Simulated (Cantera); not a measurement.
Thermodynamics of aluminium nitride and oxide growth, feed Al(CH3)3 + N2O + N2

Charge: 1 mol Al(CH3)3, a varied amount of N2O, 7.7 mol N2, at 1525 K and 13300 Pa.

Equilibrium computed with Cantera from the NASA thermochemical tables; the gas is ideal and each condensed phase is pure. Candidate condensed phases: Al, AlN, Al2O3, C, C6H6, C7H8, C8H18, H2O; 148 gas species. The feed counts by its element totals alone. Mutual solubility and eutectic melting of coexisting phases are not modelled. Gases not in the tables: Al(OH)3. Equilibrium is a limit: real reactors are often held back by kinetics, nucleation or transport.

```
n(N2O) (mol)  log p N2  log p H2  log p H2O  log p CO  log p CO2  log p O2  n AlN(s)  n Al2O3(s)  n C(graphite)
------------  --------  --------  ---------  --------  ---------  --------  --------  ----------  -------------
1.7              -1.08     -1.39      -6.30     -2.07      -7.42      <-12     0.483       0.259           2.07
2.5              -1.06     -1.42      -6.33     -2.07      -7.41      <-12   0.00446       0.498           1.98
3.8              -1.08     -1.48      -6.10     -1.78      -6.82      <-12         0       0.500          0.690
5.6              -1.07     -1.63      -2.26     -1.75      -2.81    -12.42         0       0.500              0
8.4              -1.04     -2.01      -1.80     -1.97      -2.20    -10.75         0       0.500              0
12               -1.02     -4.85      -1.66     -4.59      -1.83     -4.78         0       0.500              0
19               -1.03     -6.42      -1.80     -6.17      -1.97     -1.91         0       0.500              0
```
log p: log10 of the partial pressure in bar; n: condensed amount in mol.

From 1.7 mol N2O to 2.5 mol N2O the condensed part is AlN(s) + Al2O3(s) + C(graphite). At 3.8 mol N2O the condensed part is Al2O3(s) + C(graphite). From 5.6 mol N2O to 19 mol N2O the condensed part is Al2O3(s).
